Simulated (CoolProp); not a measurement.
Ammonia at 423.66 K and 0.326 MPa flows at 4.3 m/s in a round tube of 100 mm bore and 15 µm roughness, fully developed (64/Re and Nu = 3.66 if laminar; Colebrook and Gnielinski if turbulent). Each further row changes one setting.

Computed with CoolProp (reference Helmholtz-energy equation of state, Gao 2020).

```tsv
case	Reynolds number	Darcy friction factor	pressure drop (Pa/m)	heat-transfer coefficient (W/(m² K))	mass flow (kg/h)
as stated	45900	0.0218	3.21	46.0	193
velocity 8.6 m/s	91900	0.0190	11.2	80.9	387
diameter 200 mm	91900	0.0187	1.37	39.6	774
```

Viscosity comes from a separate model (Fenghour 1995). Thermal conductivity comes from a separate model (Tufeu 1984).
